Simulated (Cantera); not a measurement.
What does this Cantera script print?

```python
import numpy as np
import cantera as ct

gas = ct.Solution("gri30.yaml")
gas.TPX = 698, 100000, {'C3H8': 1, 'O2': 4.55, 'N2': 14}
flame = ct.FreeFlame(gas, width=0.04)
flame.set_refine_criteria(ratio=3, slope=0.08, curve=0.16)
flame.transport_model = "mixture-averaged"
flame.solve(loglevel=0, auto=True)
z, T = flame.grid, flame.T
thick = (T[-1] - T[0]) / np.gradient(T, z).max()
show = ['C3H8', 'O2', 'C2H6', 'H', 'H2', 'OH']
print(f"laminar burning velocity  {flame.velocity[0] * 100:.3f} cm/s")
print(f"burnt temperature         {T[-1]:.1f} K")
print(f"thermal thickness         {thick * 1e3:.4f} mm")
print(f"grid points               {len(z)}")
z0 = z[flame.heat_release_rate.argmax()]
print(f"{'z/mm':>9s}{'T/K':>9s}{'u/(m/s)':>9s}" + "".join(f"{s:>11s}" for s in show))
rows = []
for k in (-3, -2, -1.5, -1, -0.5, -0.25, 0, 0.25, 0.5, 1, 2, 4, 8):
    zz = z0 + k * thick
    rows.append([k * thick, np.interp(zz, z, T), np.interp(zz, z, flame.velocity),
                 *(np.interp(zz, z, flame.X[gas.species_index(s)]) for s in show)])
    print(f"{rows[-1][0] * 1e3:9.3f}{rows[-1][1]:9.1f}{rows[-1][2]:9.3f}" + "".join(f"{x:11.3e}" for x in rows[-1][3:]))
```

Result:

```
laminar burning velocity  263.229 cm/s
burnt temperature         2582.1 K
thermal thickness         0.2077 mm
grid points               152
     z/mm      T/K  u/(m/s)       C3H8         O2       C2H6          H         H2         OH
   -0.623    698.1    2.636  5.109e-02  2.324e-01  5.982e-08  2.492e-11  1.291e-03  5.262e-12
   -0.415    698.8    2.645  5.097e-02  2.317e-01  1.174e-06  4.010e-09  3.934e-03  8.197e-10
   -0.311    702.4    2.668  5.079e-02  2.305e-01  8.555e-06  9.498e-08  7.329e-03  2.322e-08
   -0.208    734.4    2.815  5.001e-02  2.255e-01  1.157e-04  3.486e-06  1.446e-02  1.318e-06
   -0.104   1040.1    4.128  3.791e-02  1.906e-01  1.726e-03  1.894e-04  2.812e-02  6.700e-05
   -0.052   1458.3    6.035  1.353e-02  1.411e-01  1.867e-03  1.458e-03  3.551e-02  7.479e-04
    0.000   1882.0    8.033  5.777e-04  8.618e-02  2.331e-04  5.975e-03  3.642e-02  3.758e-03
    0.052   2099.7    9.034  1.702e-06  5.077e-02  3.144e-06  1.133e-02  3.040e-02  8.942e-03
    0.104   2164.9    9.308  8.046e-10  3.420e-02  1.087e-08  1.477e-02  2.537e-02  1.280e-02
    0.208   2204.6    9.426  3.788e-16  2.403e-02  2.670e-13  1.723e-02  2.322e-02  1.511e-02
    0.415   2251.0    9.566  6.780e-24  2.014e-02  7.977e-19  1.700e-02  2.363e-02  1.552e-02
    0.831   2312.6    9.780  1.921e-30  1.801e-02  9.474e-24  1.453e-02  2.286e-02  1.531e-02
    1.661   2392.3   10.059  9.489e-39  1.562e-02  5.154e-29  1.112e-02  2.109e-02  1.460e-02
```

Model: GRI-Mech 3.0 (53 species, 325 reactions), integrated in Cantera. GRI-Mech 3.0 was tuned for natural gas; its chemistry of propane as a main component is partial and can be far from experiment. Burning velocities carry a grid error of a few per cent, more on coarse grids.
